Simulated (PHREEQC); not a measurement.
Dissolve 0.038 mol/kgw ZnSO4 and 0.013 mol/kgw H2SO4 at 20 °C. Closed to the air; pH follows from the charge balance.

Model: ion-association model, phreeqc.dat, run in PHREEQC.

Precipitation was switched off in this run.

What pH, density does the model give?

pH 1.91; density 1.005 g/cm³.

In which forms is Zn present?

Zn+2 57 %, ZnSO4 37 %, Zn(SO4)2-2 6.7 % of the Zn.
